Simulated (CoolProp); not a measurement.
Vapour-liquid equilibrium of R125 (1) + n-butane (2) at 263.7 K; x and y are mole fractions of (1).

Model: multi-fluid Helmholtz-energy mixture model, Lemmon 2005 and Bücker 2006; pair parameters Bell 2016, in CoolProp.

| x | bubble pressure (MPa) | y at the bubble point | dew pressure at overall composition x (MPa) | liquid density (mol/L) |
|---|---|---|---|---|
| 0.05 | 0.1625 | 0.568 | ___ | 10.53 |
| 0.125 | 0.2626 | 0.740 | 0.08128 | ___ |
| 0.2 | 0.3284 | 0.798 | 0.08886 | 10.58 |
| 0.275 | 0.3702 | 0.826 | 0.09796 | 10.60 |
| 0.35 | 0.3962 | 0.842 | 0.1091 | 10.63 |
| 0.425 | 0.4128 | 0.852 | 0.1231 | 10.66 |
| 0.5 | 0.4242 | 0.860 | 0.1411 | 10.70 |
| 0.575 | 0.4336 | 0.866 | 0.1652 | 10.74 |
| 0.65 | 0.4427 | 0.874 | 0.1989 | ___ |
| 0.725 | 0.4526 | 0.885 | 0.2494 | 10.87 |
| 0.8 | 0.4638 | 0.901 | 0.3306 | 10.97 |
| 0.875 | 0.4756 | 0.925 | 0.4433 | 11.09 |
| 0.95 | 0.4866 | 0.963 | 0.4837 | 11.23 |

Problem. Fill in the missing entries.

Solution. 
- 0.05, dew pressure at overall composition x (MPa): 0.07489
- 0.125, liquid density (mol/L): 10.55
- 0.65, liquid density (mol/L): 10.80

No azeotrope shows between x = 0.05 and 0.95.

The pair parameters rest on a limited set of measurements; away from them the model extrapolates. With so large a gap from Raoult's law the liquid may split in two, which this calculation doesn't test in full.
